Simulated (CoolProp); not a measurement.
Vapour-liquid equilibrium of benzene (1) + n-decane (2) at 0.369 MPa; x and y are mole fractions of (1).

Computed with CoolProp (multi-fluid Helmholtz-energy mixture model, Thol 2012 and Lemmon 2006; pair parameters Bell 2016).

```csv
x,"bubble temperature, mixture model (°C)","bubble temperature, Raoult's law (°C)","y, mixture model","y, Raoult's law"
0.05,222.6,219.9,0.198,0.265
0.125,207.8,203.8,0.438,0.517
0.2,194.5,190.8,0.608,0.670
0.275,182.9,180.2,0.723,0.768
0.35,173.2,171.3,0.801,0.834
0.425,165.0,163.8,0.855,0.880
0.5,158.1,157.3,0.894,0.912
0.575,152.2,151.6,0.922,0.937
0.65,…,146.5,0.943,0.955
0.725,142.5,142.0,0.960,0.969
0.8,138.4,138.0,0.973,0.980
0.875,134.6,134.3,…,0.989
0.95,131.0,130.9,…,0.996
```

Task: Complete the blanks.

Result: 
- 0.65, bubble temperature, mixture model (°C): 147.1
- 0.875, y, mixture model: 0.985
- 0.95, y, mixture model: 0.994

The largest gap from Raoult's law is +4.0 K in bubble temperature, at x = 0.125. No azeotrope shows between x = 0.05 and 0.95.

Pair parameters are fitted to limited data, so mixtures are less certain than the pure fluids.
